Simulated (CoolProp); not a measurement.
Methane along the isotherm -66.05 °C: density (kg/m³) from the reference equation and from simpler models built on Tc = -82.6 °C, pc = 4.599 MPa, ω = 0.011; each cubic takes its own stable root.

The numbers come from the reference Helmholtz-energy equation of state, Setzmann 1991 in CoolProp.

| p (MPa) | phase | reference |
|---|---|---|
| 0.767 | gas | 7.480 |
| 1.53 | gas | 15.70 |
| 2.3 | gas | 25.00 |
| 3.07 | gas | 35.67 |
| 3.83 | gas | 48.10 |
| 4.6 | supercritical | 63.63 |
| 5.37 | supercritical | 84.11 |
| 6.13 | supercritical | 113.1 |
| 6.9 | supercritical | 154.5 |
| 7.67 | supercritical | 191.1 |
| 8.43 | supercritical | 213.8 |
| 9.2 | supercritical | 229.2 |
| 9.96 | supercritical | 240.5 |
| 10.7 | supercritical | 249.2 |
| 11.5 | supercritical | 257.0 |

Task: How far does each simpler model (ideal gas, van der Waals, Redlich-Kwong, Soave-Redlich-Kwong, Peng-Robinson) lie from the reference over these 15 states: mean and median of the absolute difference, and the worst?

Result: 
- ideal gas: mean 41.5 %, median 49.5 %, worst -63.3 % at -66.05 °C and 8.43 MPa
- van der Waals: mean 7.8 %, median 1.7 %, worst -19.8 % at -66.05 °C and 11.5 MPa
- Redlich-Kwong: mean 4.4 %, median 2.0 %, worst -10.3 % at -66.05 °C and 8.43 MPa
- Soave-Redlich-Kwong: mean 4.6 %, median 2.4 %, worst -10.6 % at -66.05 °C and 8.43 MPa
- Peng-Robinson: mean 2.3 %, median 2.2 %, worst +4.8 % at -66.05 °C and 5.37 MPa
